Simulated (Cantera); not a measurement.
A perfectly stirred reactor is fed with 0.554 % H₂, 75.9 % O₂, 23.5 % N₂, equivalence ratio 0.0037, at 21.8 Torr; it is held at 1098 K, and followed from long to short residence time.

Computed with Cantera and the H2/O2 subset of GRI-Mech 3.0, which has no nitrogen chemistry. Radical loss at walls, strong at low pressure, is not modelled.

Question: Predict: x(H₂) at τ = 5.10 s; x(O₂) at τ = 5.10 s; x(H₂O₂) at τ = 5.10 s; x(HO₂) at τ = 5.10 s; x(H) at τ = 5.10 s; x(H₂) at τ = 48.0 ms; x(O₂) at τ = 48.0 ms; x(H₂O₂) at τ = 48.0 ms; x(HO₂) at τ = 48.0 ms; x(H) at τ = 48.0 ms.

Answer: 
- x(H₂) at τ = 5.10 s = 2.09e-5
- x(O₂) at τ = 5.10 s = 0.758
- x(H₂O₂) at τ = 5.10 s = 1.55e-8
- x(HO₂) at τ = 5.10 s = 3.47e-7
- x(H) at τ = 5.10 s = 1.69e-6
- x(H₂) at τ = 48.0 ms = 0.000292
- x(O₂) at τ = 48.0 ms = 0.757
- x(H₂O₂) at τ = 48.0 ms = 5.54e-8
- x(HO₂) at τ = 48.0 ms = 1.86e-6
- x(H) at τ = 48.0 ms = 0.000104
